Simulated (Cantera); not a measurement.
Low-pressure radical oxidation in H2/O2

An isothermal, constant-pressure homogeneous reactor starts with H₂ : O₂ = 0.017 : 1 (molar parts), equivalence ratio 0.0085, at 925 K and 10.00 Torr.

Detailed kinetics in Cantera: the H2/O2 subset of GRI-Mech 3.0, which has no nitrogen chemistry. Radical loss at walls, strong at low pressure, is not modelled. Below about 950 K walls govern HO2 and H2O2 in real vessels.

```csv
t (s),x H₂,x O₂,x O,x OH,x H₂O₂
0.000700,0.0167,0.983,1.04e-11,6.83e-12,<1e-12
0.00146,0.0167,0.983,4.22e-11,2.22e-11,<1e-12
0.00305,0.0167,0.983,2.72e-10,1.25e-10,<1e-12
0.00637,0.0167,0.983,7.07e-9,3.14e-9,<1e-12
0.0133,0.0167,0.983,5.39e-6,2.39e-6,2.00e-11
0.0277,0.00229,0.976,0.00515,0.000934,1.60e-7
0.0579,0.000140,0.981,0.00227,0.000253,4.57e-8
0.121,2.82e-5,0.982,0.000716,0.000109,2.86e-8
0.252,7.06e-6,0.983,0.000200,5.41e-5,2.28e-8
0.527,1.76e-6,0.983,5.17e-5,2.74e-5,1.72e-8
1.10,4.25e-7,0.983,1.33e-5,1.40e-5,1.15e-8
2.30,9.95e-8,0.983,3.60e-6,7.41e-6,6.85e-9
4.79,2.35e-8,0.983,1.08e-6,4.09e-6,3.73e-9
10.0,6.05e-9,0.983,3.65e-7,2.38e-6,1.93e-9
```
x: mole fraction; the columns are a selection and need not sum to one.

Equilibrium at this temperature and pressure: H₂ 1.16e-12, O₂ 0.983, O 1.16e-10, OH 4.20e-8, H₂O₂ 1.93e-12 (gas phase only).
